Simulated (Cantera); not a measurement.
What does this Cantera script print?

```python
import numpy as np
import cantera as ct

gas_names = """
    AL ALCL ALCL2 ALCL3 ALH AL2 AL2CL6 CL CL2 H HCL H2
""".split()
cond_names = """
    AL(cr) AL(L) ALCL3(s) ALCL3(L)
""".split()


# ... load() reads the species with a 1 bar reference pressure and builds the phases ...
atoms = {
    'Al': {'AL': 1},
    'HCl': {'H': 1, 'CL': 1},
}
top_T = {}  # K; cautious upper limits of use, not melting points


# ... equilibrate(T, P, feed) seeds the gas with the atoms and calls Mixture.equilibrate('TP', solver="vcs", rtol=1e-11, max_steps=5000) ...
results = []
feed = {'Al': 1, 'HCl': 9.5}  # mol
P = 6400  # Pa
for T in [448, 498, 548, 598, 648, 698, 748, 798, 848, 898, 948, 998, 1048, 1098]:
    mix = equilibrate(T, P, feed)
    results.append((T, P, feed, dict(zip(mix.species_names, mix.species_moles))))

top = {s: max(r[3][s] / sum(r[3][g] for g in gas_names) for r in results) for s in gas_names}
cols = sorted((s for s in top if top[s] > 0.001), key=lambda s: -top[s])[:8]
seen = [c for c in cond_names if any(r[3].get(c, 0) > 1e-12 for r in results)]
print("log10 of partial pressures in bar; condensed amounts in mol")
print(f"{'T/K':>10s}" + "".join(f"{s[:9]:>10s}" for s in cols + seen))
for T, P, feed, n in results:
    ng = sum(n[g] for g in gas_names)
    print(f"{T:10.4g}" + "".join(f"{np.log10(max(n[s] / ng * P / 1e5, 1e-99)):10.3f}" for s in cols)
          + "".join(f"{n.get(c, 0):10.4g}" for c in seen))
```

Output:

```
log10 of partial pressures in bar; condensed amounts in mol
       T/K       HCL        H2     ALCL3    AL2CL6
       448    -1.310    -1.947    -4.601    -2.426
       498    -1.311    -1.948    -3.879    -2.432
       548    -1.312    -1.949    -3.302    -2.456
       598    -1.315    -1.952    -2.848    -2.521
       648    -1.321    -1.958    -2.513    -2.669
       698    -1.328    -1.964    -2.304    -2.946
       748    -1.332    -1.969    -2.204    -3.344
       798    -1.334    -1.971    -2.167    -3.791
       848    -1.335    -1.972    -2.155    -4.222
       898    -1.335    -1.972    -2.151    -4.616
       948    -1.335    -1.972    -2.149    -4.970
       998    -1.335    -1.972    -2.149    -5.288
      1048    -1.335    -1.972    -2.148    -5.573
      1098    -1.335    -1.972    -2.148    -5.832
```

Cantera equilibrium calculation (NASA polynomials, part measured and part estimated; ideal gas, pure solids and liquids).
